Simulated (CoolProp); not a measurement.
Vapour-liquid equilibrium of ethane (1) + n-butane (2) at -22.55 °C; x and y are mole fractions of (1).

Computed with CoolProp (multi-fluid Helmholtz-energy mixture model, Bücker 2006 and Bücker 2006; pair parameters Kunz 2012).

### Question
Give the bubble pressure and the first vapour's composition at x = 0.35, 0.8, 0.95. Is there an azeotrope?

### Answer
x = 0.35: 454.1 kPa, y = 0.931; x = 0.8: 1030 kPa, y = 0.987; x = 0.95: 1244 kPa, y = 0.997. No azeotrope shows between x = 0.05 and 0.95.

The pair parameters rest on a limited set of measurements; away from them the model extrapolates.
